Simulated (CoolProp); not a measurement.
50 sccm (0 °C, 1 atm) of nitrogen bubbles through liquid n-decane at 352.3 K and leaves saturated at a total pressure of 0.0252 MPa (ideal gas phase). Each further row changes one setting.

Values from CoolProp's reference Helmholtz-energy equation of state, Lemmon 2006. It is a short technical equation, of lower accuracy than the large ones.

| case | vapour pressure (kPa) | mole fraction of vapour | delivery (mg/min) | delivery (sccm) | change of delivery for a bath 1 K warmer (%) |
|---|---|---|---|---|---|
| as stated | 3.92 | 0.156 | 58.5 | 9.21 | … |
| bath temperature 357.3 K | … | … | 76.9 | … | 5.7 |
| total pressure 0.0504 MPa | 3.92 | … | 26.8 | … | … |

Question: Complete the blanks.

Answer: 
- as stated, change of delivery for a bath 1 K warmer (%): 5.6
- bath temperature 357.3 K, vapour pressure (kPa): 4.91
- bath temperature 357.3 K, mole fraction of vapour: 0.195
- bath temperature 357.3 K, delivery (sccm): 12.1
- total pressure 0.0504 MPa, mole fraction of vapour: 0.0778
- total pressure 0.0504 MPa, delivery (sccm): 4.22
- total pressure 0.0504 MPa, change of delivery for a bath 1 K warmer (%): 5.1
